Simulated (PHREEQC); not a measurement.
1 kg of water holding 180 mmol/kgw NaCl meets 20 L of dry gas (H2 0.5, N2 0.5 by moles) at fixed total pressure, at 1 atm; fugacities by Peng-Robinson. The gases take part in no redox reaction, some water evaporates into the gas, and hydrates or a liquid gas phase aren't modelled. Precipitation was switched off in this run.

All values are PHREEQC results (ion-association model, phreeqc.dat), not measurements.

```tsv
T (°C)	dissolved H2 (mol/kgw)	φ of H2	p of H2 (atm)	dissolved N2 (mol/kgw)	φ of N2	p of N2 (atm)
10	0.000418	1.000	0.494	0.000403	0.999	0.494
20	0.000383	1.000	0.488	…	1.000	0.488
30	0.000355	1.000	0.479	0.000287	1.000	0.479
40	0.000332	1.000	0.464	0.000249	1.000	0.464
50	…	1.000	0.439	0.000217	1.000	0.439
60	0.000280	1.001	0.402	0.000187	1.000	0.402
70	0.000244	1.001	0.347	…	1.001	0.347
80	0.000191	1.002	0.268	0.000117	1.002	0.268
```

Some entries are withheld; supply them.


- 20, dissolved N2 (mol/kgw): 0.000336
- 50, dissolved H2 (mol/kgw): 0.000308
- 70, dissolved N2 (mol/kgw): 0.000155

At this temperature some constants are extrapolated from 25 °C, and those without enthalpy data are left unchanged.
